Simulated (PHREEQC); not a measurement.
Solution (25 °C): 0.0023 mol/kgw CdSO4 and 0.00016 mol/kgw H3BO3. It is in equilibrium with CO2 at log p = -3.5 (atm). Otherwise closed; pH follows from the charge balance.

All values are PHREEQC results (ion-association model, wateq4f.dat), not measurements.

No solid was allowed to form.

**Question.** Order these C species by the share of C that they hold, largest first: HCO3-, CO2, CdHCO3+.

**Answer.** CO2 (81 %), HCO3- (18 %), CdHCO3+ (0.74 %)

**Question.** Order these S species by the share of S that they hold, largest first: SO4-2, Cd(SO4)2-2, CdSO4.

**Answer.** SO4-2 (79 %), CdSO4 (20 %), Cd(SO4)2-2 (0.81 %)

The pH is 5.67 and the ionic strength 0.00730 mol/kgw. Species that the database lacks are ignored.
